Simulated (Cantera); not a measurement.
A closed system holds: 1 mol AlCl3, 0.65 mol O2, 45 mol N2, held at 0.00480 bar.

These are equilibrium values from Cantera (NASA tables, ideal gas, pure condensed phases), not measurements of a reactor. Candidate condensed phases: Al, AlCl3, AlN, Al2O3; 24 gas species. The tables' values for AlCl2 are old estimates; treat these amounts as uncertain. Condensed phases not in the tables: AlOCl. Equilibrium is a limit: real reactors are often held back by kinetics, nucleation or transport.

x: gas mole fraction; n: condensed amount in mol.

| T (K) | x N2 | x Cl | x Cl2 | x AlCl3 | x AlCl2 | x AlCl | n Al2O3(s) |
|---|---|---|---|---|---|---|---|
| 750 | 0.969 | 6.55e-6 | 0.0280 | 0.00287 | <1e-12 | <1e-12 | 0.433 |
| 850 | 0.969 | 6.74e-5 | 0.0280 | 0.00287 | <1e-12 | <1e-12 | 0.433 |
| 950 | 0.969 | 0.000426 | 0.0278 | 0.00287 | <1e-12 | <1e-12 | 0.433 |
| 1050 | 0.968 | 0.00188 | 0.0270 | 0.00287 | 4.50e-12 | <1e-12 | 0.433 |
| 1150 | 0.966 | 0.00623 | 0.0248 | 0.00286 | 9.32e-11 | <1e-12 | 0.433 |
| 1250 | 0.961 | 0.0159 | 0.0198 | 0.00285 | 1.27e-9 | <1e-12 | 0.433 |
| 1350 | 0.954 | 0.0305 | 0.0123 | 0.00283 | 1.35e-8 | <1e-12 | 0.433 |
| 1450 | 0.948 | 0.0439 | 0.00543 | 0.00282 | 1.27e-7 | … | 0.433 |
| 1550 | 0.945 | 0.0508 | 0.00189 | 0.00281 | 1.05e-6 | … | 0.433 |
| 1650 | 0.943 | 0.0532 | 0.000633 | 0.00280 | 7.33e-6 | … | 0.433 |
| 1750 | 0.943 | 0.0540 | 0.000228 | 0.00275 | 4.15e-5 | … | 0.433 |
| 1850 | 0.943 | 0.0545 | 9.04e-5 | 0.00257 | 0.000184 | … | 0.433 |
| 1950 | 0.942 | 0.0555 | 4.02e-5 | 0.00188 | 0.000541 | … | 0.431 |

Question: Complete the blanks.

Answer: 
- 1450, x AlCl: 5.39e-11
- 1550, x AlCl: 2.57e-9
- 1650, x AlCl: 8.99e-8
- 1750, x AlCl: 2.18e-6
- 1850, x AlCl: 3.59e-5
- 1950, x AlCl: 0.000337
